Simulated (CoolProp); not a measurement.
Values from CoolProp's reference Helmholtz-energy equation of state, Lemmon 2006. It is a short technical equation, of lower accuracy than the large ones.

Give the vapour pressure (MPa), vapour density (kg/m³), liquid cp (kJ/(kg K)) of saturated acetone at 371.5 K.


```
T (K)  p (MPa)  vapour density (kg/m³)  liquid cp (kJ/(kg K))
-----  -------  ----------------------  ---------------------
371.5    0.357                    7.55                   2.38
```
